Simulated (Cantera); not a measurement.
A closed system holds: 1 mol CaCO3, 0.13 mol H2O, 0.45 mol CO2, equilibrated at 1825 K and 1100 Pa.

Cantera equilibrium calculation (NASA polynomials, part measured and part estimated; ideal gas, pure solids and liquids). Candidate condensed phases: C, C6H6, C7H8, C8H18, Ca, CaCO3, CaO, Ca(OH)2, H2O; 115 gas species. Equilibrium is a limit: real reactors are often held back by kinetics, nucleation or transport.

Base state: CO2 0.886, H2O 0.0803, CO 0.0216, O2 0.0107, OH 0.00105, H2 0.000500, O 0.000152, H 9.39e-5 (mole fractions); condensed: CaO(s).

Task: What changes in the equilibrium state with this change: temperature from 1825 K to 873 K?

Result: 
```json
[
 {"species": "CO2", "before": "0.886", "after": "0.776"},
 {"species": "H2O", "before": "0.0803", "after": "0.224"},
 {"species": "CO", "before": "0.0216", "after": "2.27e-8"},
 {"species": "O2", "before": "0.0107", "after": "1.99e-8"},
 {"species": "OH", "before": "0.00105", "after": "<1e-9"},
 {"species": "O", "before": "0.000152", "after": "<1e-9"},
 {"species": "H", "before": "9.39e-5", "after": "<1e-9"},
 {"species": "H2", "before": "0.000500", "after": "1.75e-8"},
 {"species": "CaO(s), mol", "before": "1.000", "after": "0"},
 {"species": "CaCO3(calcite), mol", "before": "0", "after": "1.00"}
]
```

Task: What changes in the equilibrium state with this change: H2O from 0.13 to 1.5 mol?

Result: 
```
species        before     after
-----------  --------  --------
H2O            0.0803     0.499
CO2             0.886     0.473
CO             0.0216    0.0135
O2             0.0107   0.00793
Ca(OH)2       1.83e-6   1.14e-5
H2           0.000500   0.00362
H             9.39e-5  0.000253
CaO(s), mol     1.000     1.000
```
